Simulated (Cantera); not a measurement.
Charge: 1 mol Si, 3.3 mol Br₂, 7.6 mol H₂, held at 898.15 K and 0.705 Torr.

Equilibrium computed with Cantera from the NASA thermochemical tables; the gas is ideal and each condensed phase is pure. Candidate condensed phases: Br₂, Si; 19 gas species. The tables' values for SiBr₃ are old estimates; treat these amounts as uncertain. The numbers say what is thermodynamically allowed, not how fast it happens.

Base state: H₂ 0.636, HBr 0.263, SiBr₄ 0.100, SiHBr₃ 0.000383, SiBr₃ 0.000103, SiBr₂ 6.23e-5 (mole fractions); condensed: gas only.

Q: What changes in the equilibrium state with this change: H₂ from 7.6 to 0.71 mol?

A: 
| species | before | after |
|---|---|---|
| HBr | 0.263 | 0.467 |
| SiBr₄ | 0.100 | 0.329 |
| Br₂ | 1.13e-8 | 0.183 |
| H₂ | 0.636 | 1.23e-7 |
| Br | 5.22e-6 | 0.0211 |
| SiHBr₃ | 0.000383 | <1e-9 |
| SiBr₂ | 6.23e-5 | <1e-9 |
| SiBr₃ | 0.000103 | 8.36e-8 |

Q: What changes in the equilibrium state with this change: Br₂ from 3.3 to 0.69 mol?

A: 
```tsv
species	before	after
H₂	0.636	0.927
HBr	0.263	0.0388
SiBr₄	0.100	0.0315
SiH₂Br₂	6.85e-7	2.10e-5
SiBr₂	6.23e-5	0.00131
SiHBr₃	0.000383	0.00119
SiBr₃	0.000103	0.000265
Si(s), mol	0	0.725
```
